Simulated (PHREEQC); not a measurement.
Model water analysis in mmol/kgw, 25 °C, pH 6.93, pe 2.2: Na 0.342; K 0.153; Ca 0.29; Mg 0.0556; Cl 0.792; S(6) 0.172; Alkalinity (meq/kgw) 0.0648; Si 0.00105.

Valence states are taken as typed.

The numbers come from PHREEQC with the ion-association model, phreeqc.dat.

No solid was allowed to form.

### Question
What specific conductance does the model give?

### Answer
specific conductance 150 µS/cm.

### Question
In which forms is Ca present?

### Answer
Ca+2 98 %, CaSO4 2.0 % of the Ca.
